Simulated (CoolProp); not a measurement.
Vapour-liquid equilibrium of hexamethyldisiloxane (MM) (1) + toluene (2) at 0.268 MPa; x and y are mole fractions of (1).

Model: multi-fluid Helmholtz-energy mixture model, Thol 2016 and Lemmon 2006; pair parameters Bell 2016, in CoolProp.

| x | bubble temperature (K) | y at the bubble point | dew temperature at overall composition x (K) | liquid density (mol/L) |
|---|---|---|---|---|
| 0.05 | 420.9 | 0.070 | 421.2 | 7.666 |
| 0.125 | 419.4 | 0.168 | 420.1 | 7.187 |
| 0.2 | 418.1 | 0.259 | 419.0 | 6.754 |
| 0.275 | 416.9 | 0.342 | 417.9 | 6.359 |
| 0.35 | 415.8 | 0.418 | 416.8 | 5.999 |
| 0.425 | 414.8 | 0.491 | 415.7 | 5.669 |
| 0.5 | 414.0 | 0.559 | 414.7 | 5.366 |
| 0.575 | 413.3 | 0.625 | 413.8 | 5.087 |
| 0.65 | 412.7 | 0.689 | 413.0 | 4.830 |
| 0.725 | 412.1 | 0.752 | 412.4 | 4.592 |
| 0.8 | 411.7 | 0.817 | 411.8 | 4.372 |
| 0.875 | 411.4 | 0.883 | 411.5 | 4.168 |
| 0.95 | 411.2 | 0.952 | 411.2 | 3.978 |

No azeotrope shows between x = 0.05 and 0.95.

The pair parameters rest on a limited set of measurements; away from them the model extrapolates.
